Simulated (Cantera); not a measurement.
Input: 1 mol Al, 0.41 mol Cl₂, 9.3 mol H₂, at 1375 K and 1.13 Torr.

Method: chemical equilibrium by Gibbs-energy minimisation in Cantera with the NASA 1993 tables (ideal gas, pure condensed phases). Candidate condensed phases: Al, AlCl₃; 12 gas species. The tables' values for AlCl₂ are old estimates; treat these amounts as uncertain. Rates play no part.

Base state: H₂ 0.918, AlCl 0.0809, Al 0.000928, H 8.48e-5, AlH 7.07e-5, HCl 2.44e-5, AlCl₂ 1.25e-5 (mole fractions); condensed: Al(l).

What changes in the equilibrium state with this change: pressure from 1.13 Torr to 0.0728 Torr?


```json
[
 {"species": "H₂", "before": "0.918", "after": "0.905"},
 {"species": "AlCl", "before": "0.0809", "after": "0.0798"},
 {"species": "Al", "before": "0.000928", "after": "0.0144"},
 {"species": "AlCl₂", "before": "1.25e-5", "after": "7.88e-7"},
 {"species": "HCl", "before": "2.44e-5", "after": "6.07e-6"},
 {"species": "Al(l), mol", "before": "0.170", "after": "0.0298"}
]
```
